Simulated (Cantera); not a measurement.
An adiabatic, constant-volume homogeneous reactor starts with CH4 : O2 : N2 = 1 : 4.76 : 17.9 (molar parts), at 1325 K and 5330 Torr.

Detailed kinetics in Cantera: GRI-Mech 3.0 (53 species, 325 reactions).

Predict: time of steepest temperature rise; temperature at 3.00 s; equilibrium temperature; x(O2) at 3.00 s; x(NO) at 3.00 s.


- time of steepest temperature rise: 1.03 ms
- temperature at 3.00 s: 2389 K
- equilibrium temperature: 2389 K
- x(O2) at 3.00 s: 0.109 (gas-phase equilibrium 0.109)
- x(NO) at 3.00 s: 0.0132 (gas-phase equilibrium 0.0132)
